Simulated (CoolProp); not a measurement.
Saturation properties of normal hydrogen (Tc = 33.1 K, pc = 1.296 MPa, ω = -0.219).

Values from CoolProp's reference Helmholtz-energy equation of state, Leachman 2009.

```tsv
T (K)	p (MPa)	vapour density (kg/m³)	enthalpy of vaporisation (kJ/kg)
24.3	0.2759	?	417.9
25.3	0.3418	4.140	405.1
26.3	0.4180	5.060	389.9
27.4	0.5147	6.275	369.6
28.4	0.6154	7.617	347.3
29.4	0.7292	9.261	320.2
30.4	?	11.34	286.4
31.5	1.016	14.50	236.4
32.5	1.180	19.28	?
```

Question: Some entries are withheld; supply them.

Answer: 
- 24.3, vapour density (kg/m³): 3.365
- 30.4, p (MPa): 0.8574
- 32.5, enthalpy of vaporisation (kJ/kg): 163.9

It boils at 20.4 K under 1 atm.
